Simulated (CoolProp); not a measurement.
The numbers come from the reference Helmholtz-energy equation of state, Gedanitz 2015 in CoolProp.

### Question
For cyclopentane, give the phase and the density (kg/m³), speed of sound (m/s), Joule-Thomson coefficient (K/MPa), conductivity (mW/(m K)) at 276.85 °C and 1.53 MPa; 276.85 °C and 7.64 MPa.

### Answer
- 276.85 °C and 1.53 MPa: gas; density 26.0, speed of sound 239, Joule-Thomson coefficient 6.34, conductivity 46.6
- 276.85 °C and 7.64 MPa: supercritical; density 318, speed of sound 171, Joule-Thomson coefficient 5.56, conductivity 69.9

Thermal conductivity comes from a separate model (Vassiliou 2015).
